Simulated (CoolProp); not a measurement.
Properties of c-C4F8 (RC318) along the isobar 0.635 MPa.

Values from CoolProp's reference Helmholtz-energy equation of state, Platzer 1990. This equation is an older, rougher fit.

| T (°C) | phase | cv (kJ/(kg K)) | expansivity (1/kK) | viscosity (µPa s) | conductivity (mW/(m K)) |
|---|---|---|---|---|---|
| 102.45 | gas | 0.8637 | 3.691 | 14.7 | 17.8 |
| 113.75 | gas | 0.8771 | 3.459 | 15.2 | 18.6 |
| 125.05 | gas | 0.8902 | 3.263 | 15.6 | 19.4 |
| 136.35 | gas | 0.9032 | 3.094 | 16.1 | 20.2 |
| 147.65 | gas | 0.9159 | 2.947 | 16.5 | 21.0 |
| 158.95 | gas | 0.9283 | 2.816 | 16.9 | 21.8 |
| 170.25 | gas | 0.9405 | 2.700 | 17.3 | 22.6 |
| 181.65 | gas | 0.9524 | 2.594 | 17.7 | 23.4 |
| 192.95 | gas | 0.9640 | 2.499 | 18.1 | 24.2 |
| 204.25 | gas | 0.9752 | 2.412 | 18.5 | 25.0 |
| 215.55 | gas | 0.9861 | 2.332 | 18.9 | 25.8 |
| 226.85 | gas | 0.9967 | 2.259 | 19.3 | 26.6 |

Viscosity comes from a separate model (Huber 2003), an estimate that may be off by 10 % or more. Thermal conductivity comes from a separate model (Huber 2003), an estimate that may be off by 10 % or more.
